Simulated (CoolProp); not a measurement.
The fluid at 267.84 K and 7.77 MPa flows at 0.4 m/s in a round tube of 50 mm bore and 45 µm roughness, fully developed (64/Re and Nu = 3.66 if laminar; Colebrook and Gnielinski if turbulent). The same conditions are run with several fluids, on thermodynamics alone (safety and materials aside).

Model: reference Helmholtz-energy equation of state of each fluid (methane: Setzmann 1991; dry air: Lemmon 2000; oxygen: Schmidt 1985; normal hydrogen: Leachman 2009; nitrogen: Span 2000), in CoolProp. Blends and air are pseudo-pure fits.

```csv
fluid,Reynolds number,Darcy friction factor,pressure drop (Pa/m),heat-transfer coefficient (W/(m² K)),mass flow (kg/h)
methane,111000,0.0216,2.39,232,195
dry air,112000,0.0216,3.61,146,296
oxygen,115000,0.0215,4.14,154,340
normal hydrogen,16000,0.0290,0.311,160,18.9
nitrogen,110000,0.0216,3.46,144,283
```

Transport values come from each fluid's own correlations.
